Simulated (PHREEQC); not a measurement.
Dissolve 0.092 mol CuCl2, 0.00077 mol HCl and 0.0019 mol H3BO3 per kg of water at 20 °C. Closed to the air; pH follows from the charge balance.

Model: ion-association model, phreeqc.dat, run in PHREEQC.

```tsv
quantity	before	after
pH	3.22	3.88
ionic strength (mol/kgw)	0.257	0.0541
Cu+2 (mol/kgw)	0.0824	0.0177
CuCl+ (mol/kgw)	0.00923	0.000641
CuCl2 (mol/kgw)	0.000379	7.70e-6
```

Question: What was changed between the two runs?
(A) diluted 5-fold with water
(B) temperature from 20 to 40 °C
(C) diluted 10-fold with water
(D) diluted 2-fold with water

Answer: A, diluted 5-fold with water

Precipitation was switched off in this run.
